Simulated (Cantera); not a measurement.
## Ignition delay

Mixture: 48.0 % H₂, 10.9 % O₂, 41.1 % N₂, equivalence ratio 2.2, at 101000 Pa, adiabatic and at constant volume. Ignition delay is the time to a rise of 400 K.

Model: the H2/O2 subset of GRI-Mech 3.0, which has no nitrogen chemistry, integrated in Cantera. Below about 950 K walls govern HO2 and H2O2 in real vessels. Where the delays flatten at high temperature, the 400 K rule measures the pace of heat release, not the induction time.

| T0 (K) | delay (ms) |
|---|---|
| 900 | 168 |
| 950 | 9.14 |
| 1000 | 0.400 |
| 1050 | 0.168 |
| 1100 | 0.101 |
| 1150 | 0.0695 |
| 1200 | 0.0511 |
| 1250 | 0.0393 |
| 1300 | 0.0313 |
| 1350 | 0.0257 |
